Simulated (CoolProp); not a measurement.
Vapour pressure (MPa) of cyclopentane: the reference equation beside estimates from Tc = 511.7 K, pc = 4.583 MPa, ω = 0.202. Clausius-Clapeyron is anchored at 421.2 K with a constant enthalpy of vaporisation of 20.75 kJ/mol.

Model: reference Helmholtz-energy equation of state, Gedanitz 2015, in CoolProp.

```tsv
T (K)	reference	Lee-Kesler	Clausius-Clapeyron	Redlich-Kwong	Soave-Redlich-Kwong	Peng-Robinson
408.4	0.8879	0.8975	0.9392	1.108	0.9021	0.8915
411.6	0.9446	0.9551	0.9849	1.171	0.9606	0.9490
414.8	1.004	1.015	1.032	1.237	1.022	1.009
418	1.066	1.078	1.081	1.305	1.086	1.072
421.2	1.131	1.144	1.131	1.375	1.153	1.138
424.4	1.199	1.213	1.183	1.448	1.222	1.207
427.7	1.271	1.286	1.237	1.527	1.298	1.282
430.9	1.345	1.361	1.292	1.605	1.374	1.357
434.1	1.422	1.439	1.349	1.686	1.453	1.435
437.3	1.502	1.520	1.407	1.770	1.536	1.517
440.5	1.586	1.604	1.466	1.857	1.622	1.602
443.7	1.673	1.692	1.527	1.946	1.711	1.691
447	1.766	1.786	1.592	2.041	1.807	1.786
```

Absolute difference from the reference over all 13 rows, mean and median: Lee-Kesler 1.1 and 1.1 %, Clausius-Clapeyron 4.6 and 4.3 %, Redlich-Kwong 20.1 and 20.1 %, Soave-Redlich-Kwong 2.0 and 2.1 %, Peng-Robinson 0.8 and 0.9 %.
